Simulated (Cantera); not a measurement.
Input: 1 mol CuO, 0.97 mol CH₄, 16 mol N₂, equilibrated at 2450 K and 0.0100 bar.

Equilibrium computed with Cantera from the NASA thermochemical tables; the gas is ideal and each condensed phase is pure. Kinetics and transport are ignored.

| species | before | after |
|---|---|---|
| N₂ | 0.782 | 0.794 |
| H₂ | 0.0676 | 0.0827 |
| Cu | 0.0489 | 0.0496 |
| H | 0.0522 | 0.0244 |
| CO | 0.0473 | 0.0480 |
| O | 8.25e-5 | 1.19e-5 |
| NO | 3.35e-5 | 9.02e-6 |
| OH | 0.000161 | 5.86e-5 |
| H₂O | 0.00107 | 0.00127 |
| CO₂ | 0.000123 | 0.000134 |
Gas species are given as mole fractions.

### Question
What was changed between the two runs?
(A) CH₄ from 0.97 to 2.4 mol
(B) temperature from 2450 K to 2275 K
(C) CH₄ from 0.97 to 0.99 mol
(D) temperature from 2450 K to 1150 K

### Answer
B, temperature from 2450 K to 2275 K
